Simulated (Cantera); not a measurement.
A perfectly stirred reactor is fed with C2H6 : H2 = 1 : 1.7 (molar parts), at 13300 Pa; it is held at 1523 K, and followed from long to short residence time.

Model: GRI-Mech 3.0 (53 species, 325 reactions), integrated in Cantera. GRI-Mech 3.0 stops at C3 and has no aromatics, soot or wall deposition, so with more carbon than oxygen in the feed, carbon stays in small species such as C2H2 where larger ones or solid carbon would form.

What does this change do: temperature 1523 to 2023 K?


```
quantity                  before    after
----------------------  --------  -------
x(C2H6) at τ = 0.860 s  0.000226  1.55e-6
x(H2) at τ = 0.860 s       0.729    0.780
x(CH4) at τ = 0.860 s     0.0799  0.00443
x(C2H) at τ = 0.860 s    6.00e-8  2.51e-5
x(C2H2) at τ = 0.860 s     0.185    0.211
x(C2H6) at τ = 79.0 ms   0.00146  1.71e-5
x(H2) at τ = 79.0 ms       0.706    0.772
x(CH4) at τ = 79.0 ms      0.107   0.0147
x(C2H) at τ = 79.0 ms    1.01e-7  2.48e-5
x(C2H2) at τ = 79.0 ms     0.169    0.207
```

What does this change do: C2H6 1 to 0.33 parts?


| quantity | before | after |
|---|---|---|
| x(C2H6) at τ = 0.860 s | 0.000226 | 0.000119 |
| x(H2) at τ = 0.860 s | 0.729 | 0.841 |
| x(CH4) at τ = 0.860 s | 0.0799 | 0.0575 |
| x(C2H) at τ = 0.860 s | 6.00e-8 | 2.91e-8 |
| x(C2H2) at τ = 0.860 s | 0.185 | 0.0977 |
| x(C2H6) at τ = 79.0 ms | 0.00146 | 0.000722 |
| x(H2) at τ = 79.0 ms | 0.706 | 0.832 |
| x(CH4) at τ = 79.0 ms | 0.107 | 0.0700 |
| x(C2H) at τ = 79.0 ms | 1.01e-7 | 5.02e-8 |
| x(C2H2) at τ = 79.0 ms | 0.169 | 0.0886 |
